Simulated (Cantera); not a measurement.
A perfectly stirred reactor is fed with 8.61 % CH4, 1.38 % CO, 17.9 % O2, 67.3 % N2, 4.82 % CO2, at 195 Torr; it is adiabatic with a 325 K inlet, and is followed from long to short residence time, starting on the burning branch (τ in s: 0.087, 0.027, 0.0081, 0.0025, 0.00076, 0.00023, 7.1e-05, 2.2e-05, 6.6e-06).

Model: GRI-Mech 3.0 (53 species, 325 reactions), integrated in Cantera.

Question: Predict: blow-out, bracketed by the residence times tried; x(CH4) at τ = 87.0 ms; x(CO) at τ = 87.0 ms; x(O2) at τ = 87.0 ms; x(N2O) at τ = 87.0 ms; x(CH3) at τ = 87.0 ms; x(CH4) at τ = 0.760 ms; x(CO) at τ = 0.760 ms; x(O2) at τ = 0.760 ms; x(N2O) at τ = 0.760 ms; x(CH3) at τ = 0.760 ms.

Answer: 
```json
{
  "blow_out_bracketed_by_the_residence_times_tried": "burning at 0.760 ms, out at 0.230 ms",
  "x(CH4) at τ = 87.0 ms": "9.40e-6",
  "x(CO) at τ = 87.0 ms": "0.0218",
  "x(O2) at τ = 87.0 ms": "0.0125",
  "x(N2O) at τ = 87.0 ms": "3.83e-8",
  "x(CH3) at τ = 87.0 ms": "3.65e-6",
  "x(CH4) at τ = 0.760 ms": "0.000563",
  "x(CO) at τ = 0.760 ms": "0.0435",
  "x(O2) at τ = 0.760 ms": "0.0295",
  "x(N2O) at τ = 0.760 ms": "2.48e-8",
  "x(CH3) at τ = 0.760 ms": "0.000112"
}
```
